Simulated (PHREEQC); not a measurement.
Solution (25 °C): 0.26 mol NaHF2 per kg of water. Closed to the air; pH follows from the charge balance.

Model: ion-association model, phreeqc.dat, run in PHREEQC.

Each row changes one thing in this solution. This is a speciation only: nothing precipitates in the calculation.

```tsv
case	pH	ionic strength (mol/kgw)	Na+ (mol/kgw)	HF (mol/kgw)	F- (mol/kgw)	HF2- (mol/kgw)
as made	2.97	0.251	0.249	0.163	0.155	0.0957
temperature from 25 to 50 °C	3.16	0.251	0.250	0.158	0.150	0.101
NaHF2 replaced by NaF at the same molality	8.25	0.243	0.243	1.34e-6	0.243	(withheld)
temperature from 25 to 85 °C	3.46	0.251	0.250	0.160	0.151	0.0999
temperature from 25 to 10 °C	2.86	0.251	0.249	0.169	0.161	0.0893
NaHF2 from 0.26 to 0.13 mol/kgw	3.03	0.127	0.126	(withheld)	0.0935	(withheld)
diluted 5-fold with water	3.09	0.0521	0.0511	0.0436	0.0446	0.00746
```

What belongs in the gaps?


- NaHF2 replaced by NaF at the same molality, HF2- (mol/kgw): 1.24e-6
- NaHF2 from 0.26 to 0.13 mol/kgw, HF (mol/kgw): 0.0949
- NaHF2 from 0.26 to 0.13 mol/kgw, HF2- (mol/kgw): 0.0339

Species that the database lacks are ignored. At this temperature some constants are extrapolated from 25 °C, and those without enthalpy data are left unchanged.
